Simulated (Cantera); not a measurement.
A closed system holds: 1 mol V2O5, 1400 mol H2, 2 mol H2O, equilibrated at 1998.15 K and 58000 Pa.

These are equilibrium values from Cantera (NASA tables, ideal gas, pure condensed phases), not measurements of a reactor. Candidate condensed phases: H2O, V, VO, V2O3, V2O4, V2O5; 12 gas species. VO: taken at fixed stoichiometry. Equilibrium is a limit: real reactors are often held back by kinetics, nucleation or transport.

Base state: H2 0.994, H2O 0.00356, H 0.00210 (mole fractions); condensed: VO(s).

Q: What changes in the equilibrium state with this change: temperature from 1998.15 K to 925 K?

A: 
```csv
species,before,after
H2,0.994,0.997
H2O,0.00356,0.00285
H,0.00210,<1e-9
"VO(s), mol",1.99,0
"V2O3(s), mol",0,1.00
```
Condensed phases not in the tables: the oxides between V2O3 and V2O5 other than VO2.

Q: What changes in the equilibrium state with this change: pressure from 58000 Pa to 39.0 Pa?

A: 
```
species      before     after
----------  -------  --------
H2            0.994     0.918
H           0.00210    0.0779
H2O         0.00356   0.00294
VO          3.25e-6  0.000732
V           3.61e-7   9.06e-5
VO2         2.72e-6  0.000547
OH          7.49e-7   2.48e-5
VO(s), mol     1.99         0
```
